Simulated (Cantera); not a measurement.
# Reactions in the system C-H-Ta

Standard-state values (1 bar) from the NASA 1993 polynomials, evaluated with Cantera. Values are per mole of reaction as written; species without (g) are pure solids or liquids, kept so even where they would boil at 1 bar. TaC: taken at fixed stoichiometry.

2 TaC + H₂(g) = 2 Ta + C₂H₂(g)

```csv
T (K),ΔH° (kJ),ΔS° (J/K),ΔG° (kJ),log10 K
300,516.4,68.4,495.9,-86.34
2050,500.6,50.5,397.2,-10.12
2200,499.2,49.8,389.7,-9.25
2350,497.8,49.2,382.2,-8.50
2500,496.4,48.6,374.9,-7.83
2650,495.1,48.1,367.7,-7.25
2800,493.9,47.7,360.5,-6.72
2950,492.9,47.3,353.4,-6.26
```
